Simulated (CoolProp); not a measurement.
C2F6 (R116) at 234.53 K and 1.16 MPa is throttled through a valve to 0.661 MPa with no heat exchange. Each further row changes one setting.

The numbers come from the reference Helmholtz-energy equation of state, Lemmon 2006 in CoolProp. It is a short technical equation, of lower accuracy than the large ones.

```json
[
 {"case": "as stated", "temperature change (K)": "+0.0", "final phase": "liquid", "final density (kg/m³)": "1410"},
 {"case": "outlet pressure 0.198 MPa", "temperature change (K)": "-26.0", "final phase": "two-phase, vapour fraction 0.240", "final density (kg/m³)": "68.3"},
 {"case": "outlet pressure 0.859 MPa", "temperature change (K)": "+0.0", "final phase": "liquid", "final density (kg/m³)": "1410"}
]
```
